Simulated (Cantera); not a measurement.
Charge: 1 mol SiH2Cl2, 4.2 mol NH3, 0.21 mol H2, held at 0.0100 bar.

These are equilibrium values from Cantera (NASA tables, ideal gas, pure condensed phases), not measurements of a reactor. Candidate condensed phases: NH4Cl, Si, Si3N4; 28 gas species. Gases not in the tables: Si2H6 and higher silanes. Rates play no part.

Problem. What share of the Si ends up in condensed phases as a function of T (°C), at 477, 577, 677, 777, 877, 977, 1077, 1177, 1277, 1377, 1477, 1577, 1677, 1777?

Solution. 
```tsv
T (°C)	Si condensed (%)	as
477	97.2	Si3N4(s)
577	98.4	Si3N4(s)
677	99.0	Si3N4(s)
777	99.3	Si3N4(s)
877	99.4	Si3N4(s)
977	99.1	Si3N4(s)
1077	97.5	Si3N4(s)
1177	91.3	Si3N4(s)
1277	77.6	Si3N4(s)
1377	59.4	Si3N4(s)
1477	50.6	Si(l)
1577	52.1	Si(l)
1677	51.7	Si(l)
1777	46.5	Si(l)
```
